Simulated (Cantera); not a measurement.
Feed: 1 mol HI, 0.13 mol H₂, 2.8 mol O₂, equilibrated at 13.3 mbar.

Method: chemical equilibrium by Gibbs-energy minimisation in Cantera with the NASA 1993 tables (ideal gas, pure condensed phases). Candidate condensed phases: H₂O, I₂; 12 gas species. Rates play no part.

### Question
At 1302 °C, list the 4 most abundant gas species with their mole fractions, and the condensed phases.

### Answer
O₂ 0.604, I 0.242, H₂O 0.153, OH 0.000690. Condensed: gas only.
